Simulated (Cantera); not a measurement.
A closed system holds: 1 mol Si3N4, a varied amount of H2O, 23 mol H2, equilibrated at 475 °C and 0.133 bar.

Equilibrium computed with Cantera from the NASA thermochemical tables; the gas is ideal and each condensed phase is pure. Candidate condensed phases: H2O, Si, SiO2, Si2N2O, Si3N4; 35 gas species. Rates play no part.

x: gas mole fraction; n: condensed amount in mol.

```
n(H2O) (mol)   x H2    x H2O     x N2     x NH3  n Si2N2O(s)  n Si3N4(s)  n SiO2(α-quartz)
------------  -----  -------  -------  --------  -----------  ----------  ----------------
0.17          0.998   <1e-12  0.00242       ___        0.170       0.887                 0
0.26          0.996   <1e-12  0.00369       ___        0.260       0.827                 0
0.4           0.994   <1e-12  0.00564       ___        0.400       0.733                 0
0.62          0.991   <1e-12  0.00864       ___        0.620       0.587                 0
0.94          0.987   <1e-12   0.0129       ___        0.940       0.373                 0
1.4           0.981   <1e-12   0.0187       ___         1.40      0.0667                 0
2.2           0.972  3.91e-6   0.0282       ___         1.27           0             0.467
3.3           0.960  4.34e-6   0.0401       ___        0.900           0              1.20
5.1           0.943  4.80e-6   0.0570  0.000152        0.300           0              2.40
7.8           0.884   0.0549   0.0609  0.000143            0           0              3.00
12            0.784    0.162   0.0540       ___            0           0              3.00
18            0.674    0.279   0.0465       ___            0           0              3.00
28            0.547    0.415   0.0377       ___            0           0              3.00
```

Problem. What belongs in the gaps?

Solution. 
- 0.17, x NH3: 3.41e-5
- 0.26, x NH3: 4.20e-5
- 0.4, x NH3: 5.18e-5
- 0.62, x NH3: 6.38e-5
- 0.94, x NH3: 7.74e-5
- 1.4, x NH3: 9.25e-5
- 2.2, x NH3: 0.000112
- 3.3, x NH3: 0.000131
- 12, x NH3: 0.000112
- 18, x NH3: 8.30e-5
- 28, x NH3: 5.47e-5
